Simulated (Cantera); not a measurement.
A closed system holds: 1 mol PbO, 18 mol H2, 0.52 mol O2, at 480 Pa.

Equilibrium computed with Cantera from the NASA thermochemical tables; the gas is ideal and each condensed phase is pure. Candidate condensed phases: H2O, Pb, PbO, PbO2, Pb3O4; 12 gas species. Rates play no part.

Q: Which condensed phases are stable at each of these points (T (K)): 675, 775, 875, 975, 1075, 1175, 1275, 1375, 1475, 1575?

A: 
| T (K) | condensed phases | Pb condensed (%) |
|---|---|---|
| 675 | Pb(l) | 100.0 |
| 775 | Pb(l) | 100.0 |
| 875 | Pb(l) | 99.7 |
| 975 | Pb(l) | 96.6 |
| 1075 | Pb(l) | 71.1 |
| 1175 | gas only | 0.0 |
| 1275 | gas only | 0.0 |
| 1375 | gas only | 0.0 |
| 1475 | gas only | 0.0 |
| 1575 | gas only | 0.0 |

From 675 K to 1075 K the condensed part is Pb(l). From 1175 K to 1575 K nothing is condensed.
